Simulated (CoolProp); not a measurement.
C2F6 (R116) along the isotherm 217.6 K: fugacity coefficient from the reference equation and from simpler models built on Tc = 293.0 K, pc = 30.48 bar, ω = 0.257; each cubic takes its own stable root.

Values from CoolProp's reference Helmholtz-energy equation of state, Lemmon 2006. It is a short technical equation, of lower accuracy than the large ones.

| p (bar) | phase | reference | Redlich-Kwong | Soave-Redlich-Kwong | Peng-Robinson |
|---|---|---|---|---|---|
| 3.52 | liquid | 0.7681 | 0.9102 | 0.7748 | 0.7647 |
| 7.03 | liquid | 0.3915 | 0.5534 | 0.3953 | 0.3893 |
| 10.5 | liquid | 0.2668 | 0.3777 | 0.2696 | 0.2650 |
| 14.1 | liquid | 0.2023 | 0.2870 | 0.2047 | 0.2007 |
| 17.6 | liquid | 0.1650 | 0.2344 | 0.1670 | 0.1634 |
| 21.1 | liquid | 0.1401 | 0.1993 | 0.1419 | 0.1386 |
| 24.6 | liquid | 0.1223 | 0.1743 | 0.1240 | 0.1208 |
| 28.1 | liquid | 0.1090 | 0.1555 | 0.1106 | 0.1075 |
| 31.6 | liquid | 0.09861 | 0.1410 | 0.1002 | 0.09717 |
| 35.2 | liquid | 0.09013 | 0.1291 | 0.09164 | 0.08870 |
| 38.7 | liquid | 0.08343 | 0.1197 | 0.08490 | 0.08200 |
| 42.2 | liquid | 0.07787 | 0.1118 | 0.07929 | 0.07643 |
| 45.7 | liquid | 0.07317 | 0.1052 | 0.07457 | 0.07172 |

At some of these states Redlich-Kwong gives the other phase, because its saturation line lies elsewhere.
